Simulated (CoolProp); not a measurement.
Methane along the isotherm -124.65 °C: fugacity coefficient from the reference equation and from simpler models built on Tc = -82.6 °C, pc = 4.599 MPa, ω = 0.011; each cubic takes its own stable root.

Values from CoolProp's reference Helmholtz-energy equation of state, Setzmann 1991.

```
p (MPa)   phase  reference
-------  ------  ---------
1.92     liquid     0.4474
2.87     liquid     0.3096
3.83     liquid     0.2400
4.79     liquid     0.1985
5.75     liquid     0.1711
6.71     liquid     0.1516
7.67     liquid     0.1371
8.62     liquid     0.1261
9.58     liquid     0.1173
10.5     liquid     0.1104
11.5     liquid     0.1044
```

Task: How far does each simpler model (Redlich-Kwong, Soave-Redlich-Kwong, Peng-Robinson) lie from the reference over these 11 states: mean and median of the absolute difference, and the worst?

Result: 
- Redlich-Kwong: mean 2.4 %, median 2.3 %, worst -2.7 % at -124.65 °C and 1.92 MPa
- Soave-Redlich-Kwong: mean 1.8 %, median 1.8 %, worst +2.1 % at -124.65 °C and 11.5 MPa
- Peng-Robinson: mean 1.8 %, median 1.8 %, worst -3.4 % at -124.65 °C and 11.5 MPa
